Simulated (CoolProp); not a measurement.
Vapour-liquid equilibrium of propylene (1) + propane (2) at 24 bar; x and y are mole fractions of (1).

Values from CoolProp's multi-fluid Helmholtz-energy mixture model, Lemmon 2013 and Lemmon 2009; pair parameters Bell 2016.

```csv
x,"bubble temperature, mixture model (°C)","bubble temperature, Raoult's law (°C)","y, mixture model","y, Raoult's law"
0.05,65.6,65.7,0.057,0.059
0.125,64.6,65.0,0.140,0.146
0.2,63.8,64.3,0.221,0.230
0.275,62.9,63.6,0.299,0.312
0.35,62.2,62.9,0.376,0.391
0.425,61.5,62.3,0.452,0.469
0.5,60.8,61.6,0.526,0.544
0.575,60.2,61.0,0.598,0.618
0.65,59.6,60.3,0.670,0.689
0.725,59.1,59.7,0.741,0.759
0.8,58.6,59.1,0.812,0.827
0.875,58.1,58.5,0.883,0.893
0.95,57.7,57.8,0.953,0.958
```

The largest gap from Raoult's law is -0.8 K in bubble temperature, at x = 0.5. No azeotrope shows between x = 0.05 and 0.95.

Pair parameters are fitted to limited data, so mixtures are less certain than the pure fluids.
